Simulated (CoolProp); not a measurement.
The fluid at 259.71 K and 2.88 MPa flows at 0.18 m/s in a round tube of 6 mm bore and 45 µm roughness, fully developed (64/Re and Nu = 3.66 if laminar; Colebrook and Gnielinski if turbulent). The same conditions are run with several fluids, on thermodynamics alone (safety and materials aside).

The numbers come from the reference Helmholtz-energy equation of state of each fluid (R125: Lemmon 2005; R13: Platzer 1990; n-octane: Beckmüller 2019; R407C: Lemmon 2003) in CoolProp. The equations of Platzer and Polt are older, rougher fits. Blends and air are pseudo-pure fits.

Problem. Rank R125, R13, n-octane, R407C by Reynolds number, highest first.

Solution. R13 (10500), R125 (5830), R407C (5500), n-octane (867)

```tsv
fluid	Darcy friction factor	pressure drop (Pa/m)	heat-transfer coefficient (W/(m² K))	mass flow (kg/h)
R125	0.0438	165	560	25.5
R13	0.0402	133	651	22.5
n-octane	0.0738	146	84.3	13.4
R407C	0.0442	154	658	23.7
```

Transport values come from each fluid's own correlations; those of R13 are estimates that may be off by 10 % or more.
